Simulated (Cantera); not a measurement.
## Roasting and sulfation: MgO + O2 + N2 + SO3

Input: 1 mol MgO, 7.9 mol O2, 5 mol N2, 0.91 mol SO3, at 1.00 bar.

Method: chemical equilibrium by Gibbs-energy minimisation in Cantera with the NASA 1993 tables (ideal gas, pure condensed phases). Candidate condensed phases: Mg, MgO, MgS, MgSO4, S; 22 gas species. Mutual solubility and eutectic melting of coexisting phases are not modelled. The numbers say what is thermodynamically allowed, not how fast it happens.

```json
[
 {"T (K)": "1073", "log p O2": "-0.21", "log p N2": "-0.41", "log p SO2": "-4.11", "log p SO3": "-4.31", "log p NO": "-4.10", "log p O": "-9.01", "n MgO(s)": "0.0916", "n MgSO4(s)": "0.908"},
 {"T (K)": "1148", "log p O2": "-0.21", "log p N2": "-0.41", "log p SO2": "-2.93", "log p SO3": "-3.44", "log p NO": "-3.81", "log p O": "-8.21", "n MgO(s)": "0.110", "n MgSO4(s)": "0.890"},
 {"T (K)": "1223", "log p O2": "-0.22", "log p N2": "-0.42", "log p SO2": "-1.90", "log p SO3": "-2.68", "log p NO": "-3.56", "log p O": "-7.50", "n MgO(s)": "0.284", "n MgSO4(s)": "0.716"},
 {"T (K)": "1298", "log p O2": "-0.23", "log p N2": "-0.45", "log p SO2": "-1.23", "log p SO3": "-2.26", "log p NO": "-3.36", "log p O": "-6.88", "n MgO(s)": "1.00", "n MgSO4(s)": "0"},
 {"T (K)": "1373", "log p O2": "-0.23", "log p N2": "-0.45", "log p SO2": "-1.22", "log p SO3": "-2.45", "log p NO": "-3.16", "log p O": "-6.33", "n MgO(s)": "1.00", "n MgSO4(s)": "0"},
 {"T (K)": "1448", "log p O2": "-0.23", "log p N2": "-0.46", "log p SO2": "-1.21", "log p SO3": "-2.64", "log p NO": "-2.98", "log p O": "-5.83", "n MgO(s)": "1.00", "n MgSO4(s)": "0"},
 {"T (K)": "1523", "log p O2": "-0.23", "log p N2": "-0.46", "log p SO2": "-1.21", "log p SO3": "-2.80", "log p NO": "-2.82", "log p O": "-5.37", "n MgO(s)": "1.00", "n MgSO4(s)": "0"},
 {"T (K)": "1598", "log p O2": "-0.23", "log p N2": "-0.46", "log p SO2": "-1.20", "log p SO3": "-2.95", "log p NO": "-2.67", "log p O": "-4.97", "n MgO(s)": "1.00", "n MgSO4(s)": "0"},
 {"T (K)": "1673", "log p O2": "-0.23", "log p N2": "-0.46", "log p SO2": "-1.20", "log p SO3": "-3.09", "log p NO": "-2.54", "log p O": "-4.59", "n MgO(s)": "1.00", "n MgSO4(s)": "0"},
 {"T (K)": "1748", "log p O2": "-0.23", "log p N2": "-0.46", "log p SO2": "-1.20", "log p SO3": "-3.21", "log p NO": "-2.42", "log p O": "-4.25", "n MgO(s)": "1.00", "n MgSO4(s)": "0"}
]
```
log p: log10 of the partial pressure in bar; n: condensed amount in mol.

From 1073 K to 1223 K the condensed part is MgO(s) + MgSO4(s). From 1298 K to 1748 K the condensed part is MgO(s).
